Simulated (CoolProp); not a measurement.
Computed with CoolProp (reference Helmholtz-energy equation of state, Kamei 1995).

### Question
For R22, give the phase and the Z, Joule-Thomson coefficient (K/MPa), viscosity (µPa s) at 313.4 K and 6.97 MPa; 445.1 K and 6.97 MPa.

### Answer
- 313.4 K and 6.97 MPa: liquid; Z 0.198, Joule-Thomson coefficient 0.0214, viscosity 120
- 445.1 K and 6.97 MPa: supercritical; Z 0.721, Joule-Thomson coefficient 7.03, viscosity 23.0

Viscosity comes from a separate model (Bell 2016), an estimate that may be off by 10 % or more.
